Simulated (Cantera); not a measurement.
An adiabatic, constant-pressure homogeneous reactor starts with 5.06 % C3H8, 19.5 % O2, 73.4 % N2, 2.03 % CO2, equivalence ratio 1.3, at 1700 K and 5.70 bar.

Computed with Cantera and GRI-Mech 3.0 (53 species, 325 reactions). GRI-Mech 3.0 was tuned for natural gas; its chemistry of propane as a main component is partial and can be far from experiment.

Predict: time of steepest temperature rise; temperature at 0.100 s; equilibrium temperature; x(O2) at 0.100 s; x(CO2) at 0.100 s; x(H2O) at 0.100 s; x(H2) at 0.100 s.

time of steepest temperature rise: 6.14 µs
temperature at 0.100 s: 2962 K
equilibrium temperature: 2962 K
x(O2) at 0.100 s: 0.00537 (gas-phase equilibrium 0.00537)
x(CO2) at 0.100 s: 0.0570 (gas-phase equilibrium 0.0570)
x(H2O) at 0.100 s: 0.135 (gas-phase equilibrium 0.135)
x(H2) at 0.100 s: 0.0306 (gas-phase equilibrium 0.0306)
